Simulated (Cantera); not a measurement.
A Cantera script and its output.

```python
import numpy as np
import cantera as ct

gas = ct.Solution("gri30.yaml")
gas.TPX = 848, 71000, {'H2': 0.42, 'O2': 1, 'N2': 0.71, 'H2O': 0.054}
inlet = ct.Reservoir(gas, clone=True)

reactor = ct.IdealGasConstPressureReactor(gas, energy="off", clone=False)
exhaust = ct.Reservoir(gas, clone=True)
tau = [14, 4.5, 1.5, 0.5, 0.17, 0.056, 0.019, 0.0062, 0.0021, 0.00069, 0.00023][0]
for a, b in ((inlet, reactor), (reactor, exhaust)):
    ct.MassFlowController(a, b, mdot=lambda t: reactor.mass / tau)
net = ct.ReactorNet([reactor])
show = ['H2', 'O2', 'OH', 'NO2', 'N2O', 'HO2', 'O']

rows = []
print(f"{'tau/s':>10s}{'T/K':>9s}" + "".join(f"{s:>11s}" for s in show))
for tau in [14, 4.5, 1.5, 0.5, 0.17, 0.056, 0.019, 0.0062, 0.0021, 0.00069, 0.00023]:
    net.initial_time = 0.0
    net.advance(30 * tau)
    before = gas.X
    net.advance(40 * tau)
    drift = np.max(np.abs(gas.X - before) / (gas.X + 1e-9))
    rows.append([gas.T, *gas[show].X, drift])
    print(f"{tau:10.3e}{gas.T:9.1f}" + "".join(f"{x:11.3e}" for x in gas[show].X))
```

Result:

```
     tau/s      T/K         H2         O2         OH        NO2        N2O        HO2          O
 1.400e+01    848.0  9.649e-02  4.287e-01  9.786e-09  2.205e-13  1.288e-09  2.194e-05  6.553e-09
 4.500e+00    848.0  1.560e-01  4.465e-01  6.955e-09  6.443e-14  3.695e-10  2.300e-05  6.729e-09
 1.500e+00    848.0  1.854e-01  4.555e-01  3.211e-09  8.019e-15  7.519e-11  1.710e-05  4.228e-09
 5.000e-01    848.0  1.921e-01  4.578e-01  1.879e-10  1.579e-17  3.257e-12  4.314e-06  3.325e-10
 1.700e-01    848.0  1.923e-01  4.579e-01  1.135e-11  3.340e-20  1.780e-13  9.162e-07  2.897e-11
 5.600e-02    848.0  1.923e-01  4.579e-01  5.806e-13  9.102e-24  4.957e-15  7.944e-08  2.229e-12
 1.900e-02    848.0  1.923e-01  4.579e-01  1.839e-13  3.986e-26  4.285e-16  1.766e-08  8.514e-13
 6.200e-03    848.0  1.923e-01  4.579e-01  1.249e-13  6.674e-28  5.926e-17  5.260e-09  6.056e-13
 2.100e-03    848.0  1.923e-01  4.579e-01  1.101e-13  2.022e-29  1.235e-17  1.736e-09  5.373e-13
 6.900e-04    848.0  1.923e-01  4.579e-01  1.045e-13  6.412e-31  3.179e-18  5.637e-10  5.088e-13
 2.300e-04    848.0  1.923e-01  4.579e-01  9.978e-14  2.127e-32  9.331e-19  1.851e-10  4.822e-13
```

Cantera simulation using GRI-Mech 3.0 (53 species, 325 reactions); the numbers are that mechanism's predictions, not measurements. Below about 950 K walls govern HO2 and H2O2 in real vessels. The temperature is held fixed by assumption; the heat of reaction is taken as removed at once.
